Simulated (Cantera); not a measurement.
What does this Cantera script print?

```python
import numpy as np
import cantera as ct

gas_names = """
    C CH CH2 CH3 CH2OH CH3O CH4 CH3OH CO COS CO2 COOH CS CS2 C2 C2H CHCO,ketyl C2H2,acetylene
    C2H2,vinylidene CH2CO,ketene C2H3,vinyl CH3CO,acetyl C2H4 C2H4O,ethylen CH3CHO,ethanal CH3COOH
    (HCOOH)2 C2H5 C2H6 CH3OCH3 C2H5OH C2O C3 C3H3,propargyl C3H4,allene C3H4,propyne C3H4,cyclo-
    C3H5,allyl C3H6,propylene C3H6,cyclo- C3H6O C3H7,n-propyl C3H7,i-propyl C3H8 C3H8O,1propanol
    C3H8O,2propanol C3O2 C4 C4H2 C4H4,1,3-cyclo- C4H6,butadiene C4H6,2-butyne C4H6,cyclo- C4H8,1-butene
    C4H8,cis2-buten C4H8,tr2-butene C4H8,isobutene C4H8,cyclo- (CH3COOH)2 C4H9,n-butyl C4H9,i-butyl
    C4H9,s-butyl C4H9,t-butyl C4H10,isobutane C4H10,n-butane C5 C5H6,1,3cyclo- C5H8,cyclo-
    C5H10,1-pentene C5H10,cyclo- C5H11,pentyl C5H11,t-pentyl C5H12,n-pentane C5H12,i-pentane
    CH3C(CH3)2CH3 C6H2 C6H5,phenyl C6H5O,phenoxy C6H6 C6H5OH,phenol C6H10,cyclo- C6H12,1-hexene
    C6H12,cyclo- C6H13,n-hexyl C7H7,benzyl C7H8 C7H8O,cresol C7H14,1-heptene C7H15,n-heptyl
    C7H16,n-heptane C8H8,styrene C8H10,ethylbenz C8H16,1-octene C8H17,n-octyl C8H18,isooctane
    C8H18,n-octane C9H19,n-nonyl C10H8,naphthale C10H21,n-decyl C12H9,o-bipheny C12H10,bipheny Fe FeC5O5
    FeO Fe(OH)2 H HCO HO2 H2 HCHO,formaldehy HCOOH H2O H2O2 H2S H2SO4 O OH O2 O3 S SH SO SO2 SO3 S2 S2O
    S8
""".split()
cond_names = """
    C(gr) C6H6(L) C7H8(L) C8H18(L),n-octa Fe(a) Fe(c) Fe(d) Fe(L) FeC5O5(L) FeO(s) FeO(L) Fe(OH)2(s)
    Fe(OH)3(s) FeS(a) FeS(b) FeS(c) FeS(L) FeSO4(s) FeS2(s) Fe2O3(s) Fe2S3O12(s) Fe3O4(s) H2O(s) H2O(L)
    H2SO4(L) S(cr1) S(cr2) S(L)
""".split()


def load(file, names, dense=False):
    # The tables refer to 1 bar. Condensed volumes are neglected.
    table = {s.name: s for s in ct.Species.list_from_file(file)}
    out = []
    for n in names:
        d = dict(table[n].input_data)
        d["thermo"] = dict(d["thermo"], **{"reference-pressure": 1e5})
        if dense:
            d["equation-of-state"] = {"model": "constant-volume", "density": "1e6 g/cm^3"}
        out.append(ct.Species.from_dict(d))
    return out


gas = ct.Solution(thermo="ideal-gas", species=load("nasa_gas.yaml", gas_names))
cond = {s.name: ct.Solution(thermo="fixed-stoichiometry", species=[s], name=s.name)
        for s in load("nasa_condensed.yaml", cond_names, dense=True)}
atoms = {
    'FeS2': {'Fe': 1, 'S': 2},
    'H2S': {'H': 2, 'S': 1},
    'CO2': {'C': 1, 'O': 2},
}
top_T = {'C(gr)': 4500, 'FeSO4(s)': 950, 'FeS2(s)': 1010, 'Fe2O3(s)': 1830, 'Fe2S3O12(s)': 1100, 'Fe3O4(s)': 1870}  # K; cautious upper limits of use, not melting points


def equilibrate(T, P, feed):
    n = {}
    for name, mol in feed.items():
        for a, k in atoms[name].items():
            n[a] = n.get(a, 0.0) + k * mol
    gas.TPX = T, P, n
    mass = sum(n.values()) * gas.mean_molecular_weight
    gas.equilibrate("TP")
    valid = [c for c in cond.values() if c.min_temp <= T <= top_T.get(c.name, c.max_temp)]
    mix = ct.Mixture([(gas, mass / gas.mean_molecular_weight)] + [(c, 0.0) for c in valid])
    mix.T, mix.P = T, P
    mix.equilibrate("TP", solver="vcs", rtol=1e-11, max_steps=5000)
    return mix


results = []
feed = {'FeS2': 1, 'H2S': 0.86, 'CO2': 0.037}  # mol
P = 17000  # Pa
for T in [800, 850, 900, 950, 1000, 1050, 1100, 1150, 1200, 1250, 1300, 1350, 1400, 1450]:
    mix = equilibrate(T, P, feed)
    results.append((T, P, feed, dict(zip(mix.species_names, mix.species_moles))))
    x = sorted(zip(gas.X, gas.species_names), reverse=True)
    print(f"T = {T:g} K  P = {P:g} Pa  gas = {mix.phase_moles(0):.4g} mol")
    print("   x: " + "  ".join(f"{s} {v:.3e}" for v, s in x if v > 1e-05))
    print("   condensed (mol): " + ("  ".join(f"{mix.phase(i).name} {mix.phase_moles(i):.4g}"
          for i in range(1, mix.n_phases) if mix.phase_moles(i) > 1e-12) or "none"))
```

It prints:

```
T = 800 K  P = 17000 Pa  gas = 0.9045 mol
   x: H2S 9.216e-01  CO2 2.500e-02  H2O 1.698e-02  H2 1.227e-02  COS 1.056e-02  S2 8.277e-03  CO 4.282e-03  CS2 1.068e-03
   condensed (mol): FeS2(s) 1
T = 850 K  P = 17000 Pa  gas = 0.9096 mol
   x: H2S 9.049e-01  CO2 2.180e-02  H2 2.048e-02  H2O 2.006e-02  S2 1.388e-02  COS 1.040e-02  CO 7.288e-03  CS2 1.186e-03
   condensed (mol): FeS2(s) 1
T = 900 K  P = 17000 Pa  gas = 0.9606 mol
   x: H2S 8.564e-01  S2 6.623e-02  H2O 2.090e-02  CO2 1.908e-02  H2 1.792e-02  COS 1.085e-02  CO 7.111e-03  CS2 1.475e-03  SH 1.041e-05
   condensed (mol): FeS(c) 0.1032  FeS2(s) 0.8968
T = 950 K  P = 17000 Pa  gas = 1.407 mol
   x: H2S 5.861e-01  S2 3.624e-01  H2O 1.530e-02  CO2 1.225e-02  H2 9.847e-03  COS 8.303e-03  CO 4.400e-03  CS2 1.345e-03  S2O 6.617e-05  SH 3.053e-05  SO2 1.366e-05
   condensed (mol): FeS(c) 1
T = 1000 K  P = 17000 Pa  gas = 1.414 mol
   x: H2S 5.741e-01  S2 3.655e-01  H2O 1.716e-02  H2 1.696e-02  CO2 1.024e-02  COS 7.544e-03  CO 7.053e-03  CS2 1.327e-03  S2O 6.473e-05  SH 6.452e-05  SO2 1.355e-05
   condensed (mol): FeS(c) 1
T = 1050 K  P = 17000 Pa  gas = 1.424 mol
   x: H2S 5.577e-01  S2 3.698e-01  H2 2.741e-02  H2O 1.892e-02  CO 1.009e-02  CO2 8.201e-03  COS 6.478e-03  CS2 1.221e-03  SH 1.265e-04  S2O 6.418e-05  SO2 1.368e-05
   condensed (mol): FeS(c) 1
T = 1100 K  P = 17000 Pa  gas = 1.436 mol
   x: H2S 5.363e-01  S2 3.754e-01  H2 4.183e-02  H2O 2.042e-02  CO 1.309e-02  CO2 6.304e-03  COS 5.303e-03  CS2 1.064e-03  SH 2.321e-04  S2O 6.419e-05  SO2 1.392e-05
   condensed (mol): FeS(c) 1
T = 1150 K  P = 17000 Pa  gas = 1.452 mol
   x: H2S 5.098e-01  S2 3.821e-01  H2 6.051e-02  H2O 2.157e-02  CO 1.569e-02  CO2 4.704e-03  COS 4.191e-03  CS2 8.897e-04  SH 4.013e-04  S2O 6.464e-05  SO2 1.425e-05
   condensed (mol): FeS(c) 1
T = 1200 K  P = 17000 Pa  gas = 1.472 mol
   x: H2S 4.785e-01  S2 3.900e-01  H2 8.332e-02  H2O 2.231e-02  CO 1.772e-02  CO2 3.457e-03  COS 3.241e-03  CS2 7.233e-04  SH 6.581e-04  S2O 6.559e-05  SO2 1.471e-05
   condensed (mol): FeS(c) 1
T = 1250 K  P = 17000 Pa  gas = 1.493 mol
   x: H2S 4.430e-01  S2 3.988e-01  H2 1.096e-01  H2O 2.271e-02  CO 1.918e-02  CO2 2.539e-03  COS 2.481e-03  SH 1.029e-03  CS2 5.769e-04  S2O 6.720e-05  SO2 1.540e-05
   condensed (mol): FeS(c) 1
T = 1300 K  P = 17000 Pa  gas = 1.518 mol
   x: S2 4.081e-01  H2S 4.047e-01  H2 1.383e-01  H2O 2.283e-02  CO 2.014e-02  COS 1.898e-03  CO2 1.886e-03  SH 1.539e-03  CS2 4.540e-04  S2O 6.964e-05  SO2 1.643e-05
   condensed (mol): FeS(c) 1
T = 1350 K  P = 17000 Pa  gas = 1.544 mol
   x: S2 4.177e-01  H2S 3.650e-01  H2 1.682e-01  H2O 2.277e-02  CO 2.073e-02  SH 2.216e-03  COS 1.459e-03  CO2 1.428e-03  CS2 3.542e-04  S2O 7.303e-05  SO2 1.792e-05  SO 1.545e-05
   condensed (mol): FeS(c) 1
T = 1400 K  P = 17000 Pa  gas = 1.57 mol
   x: S2 4.270e-01  H2S 3.256e-01  H2 1.980e-01  H2O 2.259e-02  CO 2.105e-02  SH 3.079e-03  COS 1.132e-03  CO2 1.107e-03  CS2 2.747e-04  S2O 7.745e-05  SO 2.414e-05  SO2 1.998e-05  S 1.861e-05
   condensed (mol): FeS(c) 1
T = 1450 K  P = 17000 Pa  gas = 1.596 mol
   x: S2 4.358e-01  H2S 2.878e-01  H2 2.265e-01  H2O 2.235e-02  CO 2.120e-02  SH 4.146e-03  COS 8.874e-04  CO2 8.792e-04  CS2 2.123e-04  S2O 8.295e-05  SO 3.708e-05  S 3.576e-05  SO2 2.274e-05  H 1.092e-05
   condensed (mol): FeS(c) 1
```

Cantera equilibrium calculation (NASA polynomials, part measured and part estimated; ideal gas, pure solids and liquids). FeS: taken at fixed stoichiometry. Gases not in the tables: S3 to S7.
